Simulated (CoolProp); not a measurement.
Vapour-liquid equilibrium of methanol (1) + acetone (2) at 392.7 K; x and y are mole fractions of (1).

The numbers come from the multi-fluid Helmholtz-energy mixture model, de Reuck 1993 and Lemmon 2006; pair parameters Bell 2016 in CoolProp.

Give the bubble pressure and the first vapour's composition at x = 0.5, 0.65, 0.95. Is there an azeotrope?

x = 0.5: 0.6847 MPa, y = 0.516; x = 0.65: 0.6856 MPa, y = 0.639; x = 0.95: 0.6468 MPa, y = 0.933. y crosses x between x = 0.5 and 0.65: the model has an azeotrope there.

The pair parameters rest on a limited set of measurements; away from them the model extrapolates.
